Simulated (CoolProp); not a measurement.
Model: reference Helmholtz-energy equation of state, Lemmon 2006, in CoolProp. It is a short technical equation, of lower accuracy than the large ones.

Question: Give the vapour pressure (MPa), liquid density (kg/m³), enthalpy of vaporisation (kJ/kg), liquid cp (kJ/(kg K)) of saturated acetone at 258.6, 310.8 K.

Answer: 
```
T (K)  p (MPa)  liquid density (kg/m³)  enthalpy of vaporisation (kJ/kg)  liquid cp (kJ/(kg K))
-----  -------  ----------------------  --------------------------------  ---------------------
258.6  0.00409                     828                               573                   2.06
310.8   0.0517                     770                               521                   2.18
```
